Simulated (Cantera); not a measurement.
Feed: 1 mol PbO, 1.2 mol H₂, at 0.000450 bar.

Equilibrium computed with Cantera from the NASA thermochemical tables; the gas is ideal and each condensed phase is pure. Candidate condensed phases: H₂O, Pb, PbO, PbO₂, Pb₃O₄; 12 gas species. Rates play no part.

x: gas mole fraction; n: condensed amount in mol.

```json
[
 {"T (°C)": "275", "x H₂O": "0.833", "x Pb": "2.91e-10", "x H₂": "0.167", "x PbO": "<1e-12", "n Pb(s)": "1.00", "n Pb(l)": "0"},
 {"T (°C)": "350", "x H₂O": "0.833", "x Pb": "4.61e-8", "x H₂": "0.167", "x PbO": "<1e-12", "n Pb(s)": "0", "n Pb(l)": "1.00"},
 {"T (°C)": "425", "x H₂O": "0.833", "x Pb": "2.26e-6", "x H₂": "0.167", "x PbO": "<1e-12", "n Pb(s)": "0", "n Pb(l)": "1.000"},
 {"T (°C)": "500", "x H₂O": "0.833", "x Pb": "[?]", "x H₂": "0.167", "x PbO": "[?]", "n Pb(s)": "0", "n Pb(l)": "1.000"},
 {"T (°C)": "575", "x H₂O": "0.833", "x Pb": "0.000665", "x H₂": "0.167", "x PbO": "6.69e-10", "n Pb(s)": "0", "n Pb(l)": "0.999"},
 {"T (°C)": "650", "x H₂O": "0.829", "x Pb": "0.00564", "x H₂": "0.166", "x PbO": "2.30e-8", "n Pb(s)": "0", "n Pb(l)": "0.993"},
 {"T (°C)": "725", "x H₂O": "0.805", "x Pb": "[?]", "x H₂": "0.161", "x PbO": "[?]", "n Pb(s)": "0", "n Pb(l)": "0.957"},
 {"T (°C)": "800", "x H₂O": "0.698", "x Pb": "0.162", "x H₂": "0.140", "x PbO": "6.12e-6", "n Pb(s)": "0", "n Pb(l)": "0.767"},
 {"T (°C)": "875", "x H₂O": "0.455", "x Pb": "0.454", "x H₂": "0.0910", "x PbO": "4.20e-5", "n Pb(s)": "0", "n Pb(l)": "0"}
]
```

Task: Some entries are withheld; supply them.

Result: 
- 500, x Pb: 5.13e-5
- 500, x PbO: 9.79e-12
- 725, x Pb: 0.0344
- 725, x PbO: 4.63e-7
